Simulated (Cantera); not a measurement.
A closed system holds: 1 mol PbO, 21 mol N2, equilibrated at 0.000130 bar.

Equilibrium computed with Cantera from the NASA thermochemical tables; the gas is ideal and each condensed phase is pure. Candidate condensed phases: Pb, PbO, PbO2, Pb3O4; 12 gas species. Rates play no part.

x: gas mole fraction; n: condensed amount in mol.

```tsv
T (K)	x N2	x Pb	x PbO	x O2	x NO	x O	n PbO(red)	n PbO(yellow)
700	1.00	3.93e-10	1.27e-9	1.91e-10	9.58e-12	<1e-12	1.00	0
850	1.000	1.45e-6	6.40e-6	7.20e-7	9.38e-9	<1e-12	0	1.000
1000	0.997	___	___	___	___	___	0	0.941
1150	0.950	___	___	___	___	___	0	0
1300	0.944	0.0212	0.0238	0.0105	9.71e-5	1.59e-6	0	0
1450	0.939	0.0317	0.0130	0.0157	0.000284	2.21e-5	0	0
1600	0.936	0.0382	0.00638	0.0187	0.000629	0.000174	0	0
```

### Question
What belongs in the gaps?

### Answer

- 1150, x Pb: 0.00997
- 1150, x PbO: 0.0353
- 1150, x O2: 0.00497
- 1150, x NO: 2.22e-5
- 1150, x O: 5.14e-8
- 1000, x Pb: 0.000438
- 1000, x PbO: 0.00234
- 1000, x O2: 0.000219
- 1000, x NO: 1.14e-6
- 1000, x O: 2.04e-10
